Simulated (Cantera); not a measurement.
## Hydrocarbon pyrolysis for carbon deposition

An isothermal, constant-pressure homogeneous reactor starts with C2H6 : N2 = 1 : 15 (molar parts), at 1248 K and 1.00 bar.

Cantera simulation using GRI-Mech 3.0 (53 species, 325 reactions); the numbers are that mechanism's predictions, not measurements. GRI-Mech 3.0 stops at C3 and has no aromatics, soot or wall deposition, so with more carbon than oxygen in the feed, carbon stays in small species such as C2H2 where larger ones or solid carbon would form.

```tsv
t (s)	x C2H6	x C2H2	x CH3	x CH2	x C2H4
5.00e-6	0.0625	<1e-12	2.24e-6	<1e-12	1.72e-8
2.38e-5	0.0625	3.40e-12	9.39e-6	2.80e-11	1.63e-6
0.000113	0.0623	1.74e-8	2.62e-5	5.31e-10	0.000119
0.000540	0.0598	7.75e-6	4.62e-5	2.01e-9	0.00232
0.00257	0.0469	0.000277	4.08e-5	1.78e-9	0.0133
0.0122	0.0127	0.00400	1.98e-5	7.39e-10	0.0394
0.0583	0.000495	0.0147	3.46e-6	3.62e-11	0.0386
0.278	0.000161	0.0260	1.99e-6	1.15e-11	0.0265
1.32	0.000107	0.0346	1.79e-6	7.97e-12	0.0168
6.30	8.94e-5	0.0342	1.93e-6	6.64e-12	0.0150
30.0	6.46e-5	0.0327	1.95e-6	4.35e-12	0.0124
```
x: mole fraction; the columns are a selection and need not sum to one.

Equilibrium at this temperature and pressure: C2H6 2.35e-5, C2H2 0.0142, CH3 1.38e-6, CH2 1.51e-12, C2H4 0.00473 (gas phase only).
